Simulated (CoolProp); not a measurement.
Vapour-liquid equilibrium of benzene (1) + m-xylene (2) at 351.9 K; x and y are mole fractions of (1).

The numbers come from the multi-fluid Helmholtz-energy mixture model, Thol 2012 and Zhou 2012; pair parameters Bell 2016 in CoolProp.

| x | bubble pressure (MPa) | y at the bubble point | dew pressure at overall composition x (MPa) | liquid density (mol/L) |
|---|---|---|---|---|
| 0.05 | 0.01867 | 0.265 | 0.01505 | 7.759 |
| 0.2 | 0.03114 | 0.625 | 0.01740 | 8.095 |
| 0.35 | 0.04334 | 0.778 | 0.02063 | 8.458 |
| 0.5 | 0.05553 | 0.865 | 0.02531 | 8.851 |
| 0.65 | 0.06786 | 0.922 | 0.03267 | 9.277 |
| 0.8 | 0.08037 | 0.962 | 0.04591 | 9.743 |
| 0.95 | 0.09304 | 0.992 | 0.07622 | 10.25 |

No azeotrope shows between x = 0.05 and 0.95.

The pair parameters rest on a limited set of measurements; away from them the model extrapolates. The gap from Raoult's law changes sign with composition, which may be real or a fault of the pair parameters; it wasn't checked against measurements.
